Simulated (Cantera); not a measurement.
**Equilibrium for abatement and gas-phase synthesis: CO2 + H2O + O2**

Feed: 1 mol CO2, 1.8 mol H2O, 0.088 mol O2, at 1225 K and 0.400 bar.

Equilibrium computed with Cantera from the NASA thermochemical tables; the gas is ideal and each condensed phase is pure. Candidate condensed phases: C, C6H6, C7H8, C8H18, H2O; 110 gas species. Rates play no part.

| Quantity | Value |
|---|---|
| x(H2O) | 0.623 |
| x(CO2) | 0.346 |
| x(O2) | 0.0305 |
| x(OH) | 8.09e-6 |
| gas amount | 2.888 mol |
| log10 activity of C(graphite) (absent) | -15.83 |
